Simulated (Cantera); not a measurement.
A closed system holds: 1 mol Mg(OH)2, 1.2 mol CO2, at 0.480 bar.

These are equilibrium values from Cantera (NASA tables, ideal gas, pure condensed phases), not measurements of a reactor. Candidate condensed phases: C, C6H6, C7H8, C8H18, H2O, Mg, MgCO3, MgO, Mg(OH)2; 116 gas species. Rates play no part.

At 1750 K, list the 6 most abundant gas species with their mole fractions, and the condensed phases.

CO2 0.542, H2O 0.453, CO 0.00249, O2 0.00144, H2 0.000575, OH 0.000372. Condensed: MgO(s).
